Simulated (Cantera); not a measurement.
A closed system holds: 1 mol PbO, 4.1 mol H₂, held at 1.33 mbar.

Method: chemical equilibrium by Gibbs-energy minimisation in Cantera with the NASA 1993 tables (ideal gas, pure condensed phases). Candidate condensed phases: H₂O, Pb, PbO, PbO₂, Pb₃O₄; 12 gas species. Rates play no part.

Task: Which condensed phases are stable at each of these points (T (°C)): 677, 777, 877, 977, 1077, 1177, 1277, 1377, 1477, 1577, 1677, 1777?

Result: 
| T (°C) | condensed phases | Pb condensed (%) |
|---|---|---|
| 677 | Pb(l) | 98.4 |
| 777 | Pb(l) | 85.2 |
| 877 | gas only | 0.0 |
| 977 | gas only | 0.0 |
| 1077 | gas only | 0.0 |
| 1177 | gas only | 0.0 |
| 1277 | gas only | 0.0 |
| 1377 | gas only | 0.0 |
| 1477 | gas only | 0.0 |
| 1577 | gas only | 0.0 |
| 1677 | gas only | 0.0 |
| 1777 | gas only | 0.0 |

From 677 °C to 777 °C the condensed part is Pb(l). From 877 °C to 1777 °C nothing is condensed.
